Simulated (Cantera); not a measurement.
A Cantera script and its output.

```python
import numpy as np
import cantera as ct

gas = ct.Solution("gri30.yaml")


def delay(T, t_max=10):
    gas.TPX = T, 2000000, {'C3H8': 1, 'O2': 2.27, 'N2': 7.5, 'H2O': 1.7}
    reactor = ct.IdealGasConstPressureReactor(gas, clone=False)
    net = ct.ReactorNet([reactor])
    net.rtol, net.atol = 1e-8, 1e-16
    while net.time < t_max:
        t_old, T_old = net.time, reactor.T
        net.step()
        if reactor.T > T + 400:  # ignition: a rise of 400 K
            return t_old + (T + 400 - T_old) / (reactor.T - T_old) * (net.time - t_old)
    return np.nan


taus = []
for T in [1025, 1100, 1175, 1250, 1325, 1400, 1475, 1550]:
    taus.append(delay(T))
    print(f"T0 = {T:6g} K   tau = {taus[-1]:.4e} s")
```

Output:

```
T0 =   1025 K   tau = 2.2493e-02 s
T0 =   1100 K   tau = 5.7559e-03 s
T0 =   1175 K   tau = 1.5546e-03 s
T0 =   1250 K   tau = 4.4661e-04 s
T0 =   1325 K   tau = 1.4026e-04 s
T0 =   1400 K   tau = 4.9556e-05 s
T0 =   1475 K   tau = 2.0004e-05 s
T0 =   1550 K   tau = 9.2228e-06 s
```

Model: GRI-Mech 3.0 (53 species, 325 reactions), integrated in Cantera. GRI-Mech 3.0 was tuned for natural gas; its chemistry of propane as a main component is partial and can be far from experiment. The pressure lies above the range GRI-Mech 3.0 was tuned for (to about 10 atm).
